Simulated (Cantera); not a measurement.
An isothermal, constant-pressure homogeneous reactor starts with NO : N2 = 1 : 1.5 (molar parts), at 1750 K and 2670 Pa. Integrator tolerance rtol = 1e-08.

Cantera simulation using GRI-Mech 3.0 (53 species, 325 reactions); the numbers are that mechanism's predictions, not measurements. Radical loss at walls, strong at low pressure, is not modelled.

**Question.** What does this change do: temperature 1750 to 1948 K?

**Answer.** 
| quantity | before | after |
|---|---|---|
| x(NO) at 2.00 s | 0.397 (gas-phase equilibrium 0.00343) | 0.372 (gas-phase equilibrium 0.00645) |
| x(NO2) at 2.00 s | 2.36e-5 (gas-phase equilibrium 1.52e-6) | 3.01e-5 (gas-phase equilibrium 1.92e-6) |
| x(N2) at 2.00 s | 0.601 (gas-phase equilibrium 0.798) | 0.614 (gas-phase equilibrium 0.796) |
| x(N2O) at 2.00 s | 5.78e-5 (gas-phase equilibrium 3.26e-8) | 5.07e-5 (gas-phase equilibrium 5.98e-8) |
| x(O2) at 2.00 s | 0.00146 (gas-phase equilibrium 0.198) | 0.0138 (gas-phase equilibrium 0.196) |
